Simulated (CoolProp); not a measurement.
Saturation properties of chlorine.

Model: reference Helmholtz-energy equation of state, Thol 2021, in CoolProp.

```json
[
 {"T (°C)": "2.25", "p (MPa)": "0.3960", "liquid density (kg/m³)": "1461", "vapour density (kg/m³)": "13.16", "liquid cp (kJ/(kg K))": "0.9636"},
 {"T (°C)": "14.45", "p (MPa)": "0.5762", "liquid density (kg/m³)": "1425", "vapour density (kg/m³)": "18.73", "liquid cp (kJ/(kg K))": "0.9776"},
 {"T (°C)": "26.65", "p (MPa)": "0.8111", "liquid density (kg/m³)": "1388", "vapour density (kg/m³)": "25.93", "liquid cp (kJ/(kg K))": "0.9954"},
 {"T (°C)": "38.85", "p (MPa)": "1.110", "liquid density (kg/m³)": "1349", "vapour density (kg/m³)": "35.10", "liquid cp (kJ/(kg K))": "1.018"},
 {"T (°C)": "51.05", "p (MPa)": "1.481", "liquid density (kg/m³)": "1308", "vapour density (kg/m³)": "46.64", "liquid cp (kJ/(kg K))": "1.047"},
 {"T (°C)": "63.35", "p (MPa)": "1.937", "liquid density (kg/m³)": "1264", "vapour density (kg/m³)": "61.18", "liquid cp (kJ/(kg K))": "1.084"},
 {"T (°C)": "75.55", "p (MPa)": "2.481", "liquid density (kg/m³)": "1217", "vapour density (kg/m³)": "79.18", "liquid cp (kJ/(kg K))": "1.134"},
 {"T (°C)": "87.75", "p (MPa)": "3.124", "liquid density (kg/m³)": "1166", "vapour density (kg/m³)": "101.7", "liquid cp (kJ/(kg K))": "1.203"}
]
```

It boils at -34.0 °C under 1 atm.
